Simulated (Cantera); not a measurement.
Input: 1 mol CO₂, 0.25 mol H₂, 1.1 mol O₂, at 1.00 bar.

Equilibrium computed with Cantera from the NASA thermochemical tables; the gas is ideal and each condensed phase is pure. Candidate condensed phases: C, C₆H₆, C₇H₈, C₈H₁₈, H₂O; 110 gas species. The numbers say what is thermodynamically allowed, not how fast it happens. All values below are at 1875 °C.

Base state: CO₂ 0.445, O₂ 0.436, H₂O 0.109, OH 0.00504, CO 0.00281, O 0.00127, H₂ 0.000135, H 4.85e-5 (mole fractions); condensed: gas only.

**Question.** What changes in the equilibrium state with this change: pressure from 1.00 bar to 0.133 bar?

**Answer.** 
```tsv
species	before	after
CO₂	0.445	0.438
O₂	0.436	0.435
H₂O	0.109	0.107
CO	0.00281	0.00760
OH	0.00504	0.00824
H	4.85e-5	0.000217
O	0.00127	0.00348
```

**Question.** What changes in the equilibrium state with this change: H₂ from 0.25 to 5.5 mol?

**Answer.** 
```json
[
 {"species": "H₂O", "before": "0.109", "after": "0.462"},
 {"species": "H₂", "before": "0.000135", "after": "0.382"},
 {"species": "CO", "before": "0.00281", "after": "0.124"},
 {"species": "O₂", "before": "0.436", "after": "9.79e-7"},
 {"species": "CO₂", "before": "0.445", "after": "0.0294"},
 {"species": "O", "before": "0.00127", "after": "1.91e-6"},
 {"species": "H", "before": "4.85e-5", "after": "0.00257"},
 {"species": "OH", "before": "0.00504", "after": "0.000401"}
]
```
